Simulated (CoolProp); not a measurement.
Vapour-liquid equilibrium of ethane (1) + hydrogen sulfide (2) at 257.2 K; x and y are mole fractions of (1).

The numbers come from the multi-fluid Helmholtz-energy mixture model, Bücker 2006 and Lemmon 2006; pair parameters Kunz 2012 in CoolProp.

Task: Give the bubble pressure and the first vapour's composition at x = 0.15, 0.25, 0.65. Is there an azeotrope?

Result: x = 0.15: 1.126 MPa, y = 0.475; x = 0.25: 1.286 MPa, y = 0.561; x = 0.65: 1.556 MPa, y = 0.734. y crosses x between x = 0.85 and 0.95: the model has an azeotrope there.

Pair parameters are fitted to limited data, so mixtures are less certain than the pure fluids.
